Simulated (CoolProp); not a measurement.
Properties of sulfur hexafluoride along the isobar 1.01 MPa.

Model: reference Helmholtz-energy equation of state, Guder 2009, in CoolProp.

```
T (K)  phase  speed of sound (m/s)  isothermal compressibility (1/MPa)  expansivity (1/kK)  viscosity (µPa s)
-----  -----  --------------------  ----------------------------------  ------------------  -----------------
303.2    gas                 124.0                               1.135               4.940               15.8
310.2    gas                 126.5                               1.120               4.664               16.1
317.3    gas                 128.8                               1.107               4.423               16.4
324.3    gas                 131.1                               1.096               4.215               16.7
331.4    gas                 133.3                               1.086               4.029               17.1
338.4    gas                 135.3                               1.078               3.865               17.4
345.5    gas                 137.4                               1.070               3.716               17.7
352.5    gas                 139.3                               1.064               3.582               18.0
359.6    gas                 141.3                               1.058               3.459               18.3
366.6    gas                 143.1                               1.053               3.347               18.6
373.7    gas                 144.9                               1.048               3.242               18.9
380.7    gas                 146.7                               1.043               3.147               19.3
387.8    gas                 148.4                               1.039               3.057               19.6
394.8    gas                 150.1                               1.036               2.974               19.9
401.9    gas                 151.8                               1.033               2.895               20.2
408.9    gas                 153.4                               1.030               2.823               20.4
```

Viscosity comes from a separate model (Quiñones-Cisneros 2012).
